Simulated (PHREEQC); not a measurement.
0.071 g of hydrous ferric oxide (600 m²/g; 0.2 weak and 0.005 strong sites per Fe, Dzombak-Morel constants, diffuse double layer) in 1 kg of water with 0.3 mol/kgw of an inert sodium salt and 4e-06 mol/kgw CuCl2 and 5.4e-06 mol/kgw MnCl2, at 25 °C; the pH is set by adding NaOH or the inert anion's acid. No oxygen is let in. No CO2 enters from the air. Precipitation was switched off in this run.

Base run: PHREEQC, ion-association model, wateq4f.dat. Each further column changes one thing. The table gives Cu sorbed (%).

```tsv
pH	base	no electrostatic term (-no_edl)	background salt from 0.3 to 0.03 mol/kgw	oxide from 0.071 to 0.35 g/kgw	0.00023 mol/kgw SrCl2 added
3	0.0	0.0	0.0	0.0	0.0
3.75	0.2	0.2	0.3	0.8	0.2
4.5	4.4	[?]	[?]	18.6	4.4
4.88	17.7	21.4	[?]	52.7	17.7
5.62	74.4	83.2	[?]	95.7	74.4
6.38	97.9	99.2	[?]	99.8	97.9
7.12	99.7	99.9	99.7	100.0	99.7
7.5	99.7	99.9	99.6	100.0	99.7
8.25	99.5	99.4	99.4	100.0	99.4
9	99.0	[?]	99.2	99.9	98.5
```

**Question.** Complete the blanks.

**Answer.** 
- 4.5, no electrostatic term (-no_edl): 5.1
- 4.5, background salt from 0.3 to 0.03 mol/kgw: 5.5
- 4.88, background salt from 0.3 to 0.03 mol/kgw: 19.7
- 5.62, background salt from 0.3 to 0.03 mol/kgw: 75.1
- 6.38, background salt from 0.3 to 0.03 mol/kgw: 98.0
- 9, no electrostatic term (-no_edl): 94.8

The database's constant for dissolved Cu(OH)2 is higher than later reviews accept. The oxide is taken as insoluble; below pH 4 it would dissolve.
